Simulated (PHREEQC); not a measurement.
1.8 g of hydrous ferric oxide (600 m²/g; 0.2 weak and 0.005 strong sites per Fe, Dzombak-Morel constants, diffuse double layer) in 1 kg of water with 0.001 mol/kgw of an inert sodium salt and 0.00017 mol Na2SO4, at 25 °C; the pH is set by adding NaOH or the inert anion's acid. Oxygen is held at 0.21 atm. The system is closed to CO2. Nothing may precipitate in this run.

Base run: PHREEQC, ion-association model, wateq4f.dat. Each further column changes one thing. The table gives surface charge σ (C/m²).

```
pH       base  background salt from 0.001 to 0.0001 mol/kgw  oxide from 1.8 to 9 g/kgw  0.00096 mol/kgw ZnSO4 added
-----  ------  --------------------------------------------  -------------------------  ---------------------------
4       0.131                                         0.107                      0.193                   (withheld)
5.33    0.038                                         0.025                      0.054                        0.027
6       0.019                                         0.012                      0.025                   (withheld)
7.33    0.004                                         0.003                      0.004                   (withheld)
8.67   -0.003                                        -0.002                     -0.003                   (withheld)
10     -0.019                                        -0.013                     -0.021                       -0.016
10.67  -0.041                                        -0.033                     -0.049                       -0.034
12     -0.206                                        -0.203                     -0.223                       -0.138
```

Fill in the missing entries.


- 4, 0.00096 mol/kgw ZnSO4 added: 0.086
- 6, 0.00096 mol/kgw ZnSO4 added: 0.015
- 7.33, 0.00096 mol/kgw ZnSO4 added: 0.007
- 8.67, 0.00096 mol/kgw ZnSO4 added: 0.000
